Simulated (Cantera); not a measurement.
Input: 1 mol PH3, 0.1 mol H2, at 75.0 bar.

Method: chemical equilibrium by Gibbs-energy minimisation in Cantera with the NASA 1993 tables (ideal gas, pure condensed phases). Candidate condensed phases: P; 7 gas species. The ideal-gas law is rough above about 30 bar. Equilibrium is a limit: real reactors are often held back by kinetics, nucleation or transport. All values below are at 2275 °C.

Base state: H2 0.759, P2 0.229, P4 0.00366, H 0.00311, PH 0.00210, PH3 0.00169, P 0.000577 (mole fractions); condensed: gas only.

Question: What changes in the equilibrium state with this change: pressure from 75.0 bar to 1 atm?

Answer: 
```csv
species,before,after
H2,0.759,0.736
P2,0.229,0.231
H,0.00311,0.0264
P,0.000577,0.00498
PH3,0.00169,2.19e-5
P4,0.00366,5.00e-5
PH,0.00210,0.00207
```
